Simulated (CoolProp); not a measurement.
Octamethyltrisiloxane (MDM) along the isobar 3690 kPa: fugacity coefficient from the reference equation and from simpler models built on Tc = 292.2 °C, pc = 1438 kPa, ω = 0.528; each cubic takes its own stable root.

Values from CoolProp's reference Helmholtz-energy equation of state, Thol 2017.

```csv
T (°C),phase,reference,Redlich-Kwong,Soave-Redlich-Kwong,Peng-Robinson
154.05,liquid,0.03774,0.08229,0.03889,0.03706
168.85,liquid,0.05301,0.1026,0.05476,0.05196
183.55,liquid,0.07193,0.1253,0.07454,0.07048
198.35,liquid,0.09501,0.1504,0.09879,0.09317
213.15,liquid,0.1223,0.1777,0.1276,0.1201
227.95,liquid,0.1536,0.2068,0.1608,0.1511
242.75,liquid,0.1890,0.2376,0.1983,0.1862
257.55,liquid,0.2280,0.2697,0.2397,0.2250
272.25,liquid,0.2698,0.3026,0.2841,0.2665
287.05,liquid,0.3143,0.3363,0.3313,0.3107
301.85,supercritical,0.3606,0.3703,0.3800,0.3564
```
